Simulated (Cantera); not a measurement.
Mixture: CO : H₂ : CH₄ : O₂ : N₂ : CO₂ = 1 : 0.033 : 0.12 : 0.54 : 2.59 : 0.69 (molar parts), at 3100000 Pa, adiabatic and at constant pressure. Ignition delay is the time to a rise of 400 K.

Detailed kinetics in Cantera: GRI-Mech 3.0 (53 species, 325 reactions). The pressure lies above the range GRI-Mech 3.0 was tuned for (to about 10 atm).

What does this change do: 0.049 parts H2O added?


```tsv
quantity	before	after
delay at 1075 K	3.59 ms	3.82 ms
delay at 1175 K	0.781 ms	0.829 ms
delay at 1275 K	0.234 ms	0.244 ms
delay at 1375 K	90.1 µs	92.4 µs
delay at 1475 K	40.5 µs	41.1 µs
delay at 1575 K	20.1 µs	20.3 µs
apparent activation energy between 1375 and 1575 K	140 kJ/mol	140 kJ/mol
```

What does this change do: H2 0.033 to 0.077 parts?


| quantity | before | after |
|---|---|---|
| delay at 1075 K | 3.59 ms | 1.34 ms |
| delay at 1175 K | 0.781 ms | 0.298 ms |
| delay at 1275 K | 0.234 ms | 98.7 µs |
| delay at 1375 K | 90.1 µs | 42.7 µs |
| delay at 1475 K | 40.5 µs | 21.4 µs |
| delay at 1575 K | 20.1 µs | 11.7 µs |
| apparent activation energy between 1375 and 1575 K | 140 kJ/mol | 120 kJ/mol |
